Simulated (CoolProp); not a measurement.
R245ca along the isotherm 316.2 K: density (kg/m³) from the reference equation and from simpler models built on Tc = 447.6 K, pc = 3.941 MPa, ω = 0.355; each cubic takes its own stable root.

Values from CoolProp's reference Helmholtz-energy equation of state, Zhou 2016.

```tsv
p (MPa)	phase	reference	van der Waals	Redlich-Kwong	Soave-Redlich-Kwong	Peng-Robinson
0.625	liquid	1342	36.18	1168	1237	1400
1.25	liquid	1344	809.8	1173	1240	1403
1.88	liquid	1346	815.6	1178	1243	1406
2.5	liquid	1348	820.9	1182	1246	1409
3.12	liquid	1350	825.9	[?]	1249	1411
3.75	liquid	[?]	830.7	1190	1252	1414
4.38	liquid	1353	835.3	1194	1254	1417
5	liquid	1355	839.5	1198	1257	[?]
5.62	liquid	1357	843.6	1202	1260	1422
6.25	liquid	1359	847.5	1206	1262	1424
6.88	liquid	1360	851.2	1209	1265	1427
7.5	liquid	1362	[?]	1213	1267	1429
8.12	liquid	1364	858.1	1216	1270	1432
8.75	liquid	1366	861.4	1220	1272	1434
9.38	liquid	1367	864.6	1223	1274	1436
10	liquid	1369	867.6	1226	1277	1438
```

Question: Complete the blanks.

Answer: 
- 3.12, Redlich-Kwong: 1186
- 3.75, reference: 1352
- 5, Peng-Robinson: 1419
- 7.5, van der Waals: 854.7

At some of these states van der Waals gives the other phase, because its saturation line lies elsewhere.
